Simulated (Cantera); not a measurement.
Source: NASA polynomial tables (part measured, part estimated), evaluated in Cantera. Values are per mole of reaction as written; species without (g) are pure solids or liquids, kept so even where they would boil at 1 bar.

Ba + 2 HBr(g) ⇌ BaBr₂ + 2 H(g)

```tsv
T (K)	ΔH° (kJ)	ΔS° (J/K)	ΔG° (kJ)	log10 K
1600	-180.8	-6.0	-171.3	5.59
1700	-177.2	-3.8	-170.8	5.25
1800	-173.7	-1.7	-170.6	4.95
1900	…	…	…	…
2000	-166.8	1.9	-170.6	4.45
2100	-163.4	3.6	-170.9	4.25
2200	-160.0	5.1	-171.3	4.07
2300	…	…	…	…
```

Task: Fill in the missing entries.

Result: 
- 1900, ΔH° (kJ): -170.2
- 1900, ΔS° (J/K): 0.1
- 1900, ΔG° (kJ): -170.5
- 1900, log10 K: 4.69
- 2300, ΔH° (kJ): -156.7
- 2300, ΔS° (J/K): 6.6
- 2300, ΔG° (kJ): -171.9
- 2300, log10 K: 3.90
